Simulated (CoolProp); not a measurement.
Vapour-liquid equilibrium of R143a (1) + R134a (2) at 31.8 kPa; x and y are mole fractions of (1).

Values from CoolProp's multi-fluid Helmholtz-energy mixture model, Lemmon and Jacobsen 2000 and Tillner-Roth 1994; pair parameters Lemmon 2004.

```
x      bubble temperature (K)  y at the bubble point  dew temperature at overall composition x (K)  liquid density (mol/L)
-----  ----------------------  ---------------------  --------------------------------------------  ----------------------
0.05                    222.8                  0.134                                         223.9                   14.18
0.125                   220.6                  0.301                                         223.0                   14.23
0.2                     218.5                  0.435                                         222.0                   14.28
0.275                   216.6                  0.544                                         221.0                   14.32
0.35                    214.9                  0.633                                         219.8                   14.36
0.425                   213.3                  0.707                                         218.7                   14.39
0.5                     211.8                  0.768                                         217.4                   14.43
0.575                   210.4                  0.820                                         216.0                   14.45
0.65                    209.1                  0.864                                         214.5                   14.48
0.725                   207.9                  0.901                                         212.8                   14.50
0.8                     206.8                  0.933                                         210.9                   14.52
0.875                   205.8                  0.961                                         208.8                   14.54
0.95                    204.8                  0.985                                         206.2                   14.56
```

No azeotrope shows between x = 0.05 and 0.95.

Pair parameters are fitted to limited data, so mixtures are less certain than the pure fluids.
